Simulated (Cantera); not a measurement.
Feed: 1 mol SiH4, 0.05 mol Cl2, 120 mol H2, held at 1475 K and 0.133 bar.

Cantera equilibrium calculation (NASA polynomials, part measured and part estimated; ideal gas, pure solids and liquids). Candidate condensed phases: Si; 19 gas species. The numbers say what is thermodynamically allowed, not how fast it happens.

Base state: H2 0.999, HCl 0.000815, H 3.55e-5 (mole fractions); condensed: Si(s).

### Question
What changes in the equilibrium state with this change: Cl2 from 0.05 to 0.12 mol?

### Answer
| species | before | after |
|---|---|---|
| H2 | 0.999 | 0.998 |
| HCl | 0.000815 | 0.00194 |
| H | 3.55e-5 | 3.55e-5 |
| SiCl2 | 2.09e-6 | 1.19e-5 |
| Si(s), mol | 1.000 | 0.998 |
